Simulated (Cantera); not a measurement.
# Equilibrium for fluorocarbon and chlorocarbon gases: CH3F + H2

Feed: 1 mol CH3F, 0.071 mol H2, at 0.133 bar.

Equilibrium computed with Cantera from the NASA thermochemical tables; the gas is ideal and each condensed phase is pure. Candidate condensed phases: C, C6H6, C7H8, C8H18; 95 gas species. Equilibrium is a limit: real reactors are often held back by kinetics, nucleation or transport.

From 2075 K to 2600 K the condensed part is C(graphite). The main C-bearing gas is C2H2 (acetylene) throughout. The share of C in condensed phases is highest at 2075 K (99.7 %) and lowest at 2600 K (96.7 %).

```json
[
 {"T (K)": "2075", "log p H2": "-1.17", "log p HF": "-1.19", "log p H": "-3.16", "log p C2H2 (acetylene)": "-4.07", "n C(graphite)": "0.997"},
 {"T (K)": "2150", "log p H2": "-1.17", "log p HF": "-1.19", "log p H": "-2.96", "log p C2H2 (acetylene)": "-3.88", "n C(graphite)": "0.996"},
 {"T (K)": "2225", "log p H2": "-1.17", "log p HF": "-1.19", "log p H": "-2.77", "log p C2H2 (acetylene)": "-3.70", "n C(graphite)": "0.994"},
 {"T (K)": "2300", "log p H2": "-1.18", "log p HF": "-1.20", "log p H": "-2.60", "log p C2H2 (acetylene)": "-3.54", "n C(graphite)": "0.991"},
 {"T (K)": "2375", "log p H2": "-1.18", "log p HF": "-1.20", "log p H": "-2.44", "log p C2H2 (acetylene)": "-3.39", "n C(graphite)": "0.987"},
 {"T (K)": "2450", "log p H2": "-1.19", "log p HF": "-1.20", "log p H": "-2.29", "log p C2H2 (acetylene)": "-3.25", "n C(graphite)": "0.982"},
 {"T (K)": "2525", "log p H2": "-1.20", "log p HF": "-1.20", "log p H": "-2.15", "log p C2H2 (acetylene)": "-3.12", "n C(graphite)": "0.975"},
 {"T (K)": "2600", "log p H2": "-1.22", "log p HF": "-1.21", "log p H": "-2.02", "log p C2H2 (acetylene)": "-3.01", "n C(graphite)": "0.967"}
]
```
log p: log10 of the partial pressure in bar; n: condensed amount in mol.
